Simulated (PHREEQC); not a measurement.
Sulfide liquor: speciation

Make-up at 25 °C: 5.8e-05 mol/kgw H2S, 6.3e-06 mol/kgw NaCl and 0.00045 mol/kgw ZnCl2. Closed to the air; pH follows from the charge balance.

Model: ion-association model, wateq4f.dat, run in PHREEQC.

```
Quantity                  Value
--------------  ---------------
pH                         4.29
ionic strength  0.00133 mol/kgw
```

```
species  molality  activity   log γ
-------  --------  --------  ------
Cl-      0.000905  0.000869  -0.018
Zn+2     0.000422  0.000360  -0.069
H+        5.38e-5   5.18e-5  -0.017
Zn(HS)2   2.69e-5   2.69e-5   0.000
Na+       6.30e-6   6.05e-6  -0.018
H2S       4.19e-6   4.19e-6   0.000
ZnCl+     8.77e-7   8.42e-7  -0.018
HS-       9.65e-9   9.27e-9  -0.018
ZnOH+     7.94e-9   7.62e-9  -0.018
```

No solid was allowed to form. Saturation is exceeded, for instance for ZnS(a), Sphalerite (slow to form); the values hold only as long as no solid forms. The polysulfide entries of wateq4f.dat were taken out for this run.
